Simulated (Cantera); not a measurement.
# Stirred combustor or abatement burner

A perfectly stirred reactor is fed with 6.95 % CH4, 0.619 % CO, 19.5 % O2, 73.0 % N2, equivalence ratio 0.73, at 4.93 atm; it is adiabatic with a 323 K inlet, and is followed from long to short residence time, starting on the burning branch (τ in s: 0.18, 0.084, 0.039, 0.018, 0.0087, 0.0041, 0.0019, 0.0009, 0.00042, 0.0002, 9.4e-05, 4.4e-05).

Model: GRI-Mech 3.0 (53 species, 325 reactions), integrated in Cantera.

```
τ (s)    T (K)     x CH4      x CO    x O2    x N2O    x NO2       x H
-------  -----  --------  --------  ------  -------  -------  --------
0.18      1922   2.21e-6  0.000153  0.0525  4.10e-7  2.89e-7   3.68e-6
0.084     1922   4.36e-6  0.000207  0.0525  4.62e-7  1.77e-7   4.70e-6
0.039     1920   8.23e-6  0.000308  0.0526  5.58e-7  1.24e-7   6.87e-6
0.018     1918   1.48e-5  0.000491  0.0526  7.20e-7  1.02e-7   1.15e-5
0.0087    1914   2.49e-5  0.000784  0.0528  9.37e-7  9.32e-8   2.02e-5
0.0041    1908   4.17e-5   0.00128  0.0530  1.20e-6  8.86e-8   3.83e-5
0.0019    1898   7.05e-5   0.00213  0.0534  1.42e-6  8.17e-8   7.48e-5
0.00090   1882  0.000119   0.00349  0.0541  1.51e-6  7.05e-8  0.000142
0.00042   1857  0.000209   0.00578  0.0555  1.44e-6  5.65e-8  0.000266
0.00020   1818  0.000390   0.00955  0.0578  1.25e-6  4.24e-8  0.000455
9.4e-5    1738  0.000981    0.0176  0.0636  9.27e-7  2.56e-8  0.000640
4.4e-5     323    0.0695   0.00619   0.195   <1e-12   <1e-12    <1e-12
```
x: mole fraction; the columns are a selection and need not sum to one.
